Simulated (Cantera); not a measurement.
**Ignition delay**

Mixture: H2 : O2 : N2 : CO2 = 1 : 1.16 : 4.37 : 0.58 (molar parts), at 52000 Pa, adiabatic and at constant pressure. Ignition delay is the time to a rise of 400 K.

Detailed kinetics in Cantera: GRI-Mech 3.0 (53 species, 325 reactions). Where the delays flatten at high temperature, the 400 K rule measures the pace of heat release, not the induction time.

| T0 (K) | delay (ms) |
|---|---|
| 1300 | 0.111 |
| 1375 | 0.109 |
| 1450 | 0.115 |
| 1525 | 0.126 |
| 1600 | 0.142 |
| 1675 | 0.163 |
| 1750 | 0.187 |
| 1825 | 0.215 |
| 1900 | 0.248 |
